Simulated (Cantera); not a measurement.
Mixture: C3H8 : O2 : N2 = 1 : 3.12 : 11.8 (molar parts), at 35000 Pa, adiabatic and at constant volume. Ignition delay is the time to a rise of 400 K.

Computed with Cantera and GRI-Mech 3.0 (53 species, 325 reactions). GRI-Mech 3.0 was tuned for natural gas; its chemistry of propane as a main component is partial and can be far from experiment.

What does this change do: O2 3.12 to 2 parts?


| quantity | before | after |
|---|---|---|
| delay at 1200 K | 9.36 ms | 12.6 ms |
| delay at 1400 K | 0.403 ms | 0.588 ms |
| delay at 1600 K | 71.3 µs | 0.109 ms |
| delay at 1800 K | 26.9 µs | 42.5 µs |
| delay at 2000 K | 14.5 µs | 23.1 µs |
| apparent activation energy between 1900 and 2100 K | 85 kJ/mol | 85 kJ/mol |

What does this change do: N2 11.8 to 8.1 parts?


```
quantity                                               before      after
--------------------------------------------------  ---------  ---------
delay at 1200 K                                       9.36 ms    7.43 ms
delay at 1400 K                                      0.403 ms   0.317 ms
delay at 1600 K                                       71.3 µs    56.8 µs
delay at 1800 K                                       26.9 µs    21.6 µs
delay at 2000 K                                       14.5 µs    11.7 µs
apparent activation energy between 1900 and 2100 K  85 kJ/mol  84 kJ/mol
```

What does this change do: pressure from 35000 Pa to 260000 Pa?


```csv
quantity,before,after
delay at 1200 K,9.36 ms,3.73 ms
delay at 1400 K,0.403 ms,0.131 ms
delay at 1600 K,71.3 µs,16.8 µs
delay at 1800 K,26.9 µs,5.15 µs
delay at 2000 K,14.5 µs,2.53 µs
apparent activation energy between 1900 and 2100 K,85 kJ/mol,95 kJ/mol
```
